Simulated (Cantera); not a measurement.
An isothermal, constant-pressure homogeneous reactor starts with 87.7 % NO, 12.3 % N₂, at 2023 K and 10.00 Torr.

Detailed kinetics in Cantera: GRI-Mech 3.0 (53 species, 325 reactions). Radical loss at walls, strong at low pressure, is not modelled.

Problem. Predict: x(NO) at 2.00 s; x(O₂) at 2.00 s; x(N₂O) at 2.00 s; x(NO₂) at 2.00 s; x(O) at 2.00 s.

Solution. 
```
Property                                            Result
----------------  ----------------------------------------
x(NO) at 2.00 s      0.715 (gas-phase equilibrium 0.00984)
x(O₂) at 2.00 s       0.0791 (gas-phase equilibrium 0.430)
x(N₂O) at 2.00 s  0.000130 (gas-phase equilibrium 5.35e-8)
x(NO₂) at 2.00 s   7.83e-5 (gas-phase equilibrium 2.69e-6)
x(O) at 2.00 s     0.00228 (gas-phase equilibrium 0.00455)
```
